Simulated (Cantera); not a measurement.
Charge: 1 mol PbO, 4.4 mol C, 0.14 mol H₂, held at 2050 K and 225 Torr.

Method: chemical equilibrium by Gibbs-energy minimisation in Cantera with the NASA 1993 tables (ideal gas, pure condensed phases). Candidate condensed phases: C, C₆H₆, C₇H₈, C₈H₁₈, H₂O, Pb, PbO, PbO₂, Pb₃O₄; 113 gas species. The numbers say what is thermodynamically allowed, not how fast it happens.

Base state: CO 0.467, Pb 0.467, H₂ 0.0648, H 0.00105, Pb₂ 0.000289, C₂H₂ (acetylene) 6.88e-5 (mole fractions); condensed: C(graphite).

Question: What changes in the equilibrium state with this change: temperature from 2050 K to 1598 K?

Answer: 
| species | before | after |
|---|---|---|
| CO | 0.467 | 0.703 |
| Pb | 0.467 | 0.199 |
| H₂ | 0.0648 | 0.0984 |
| H | 0.00105 | 3.05e-5 |
| CO₂ | 1.33e-6 | 4.38e-5 |
| C₂H₂ (acetylene) | 6.88e-5 | 2.65e-6 |
| C(graphite), mol | 3.40 | 3.40 |
| Pb(l), mol | 0 | 0.717 |
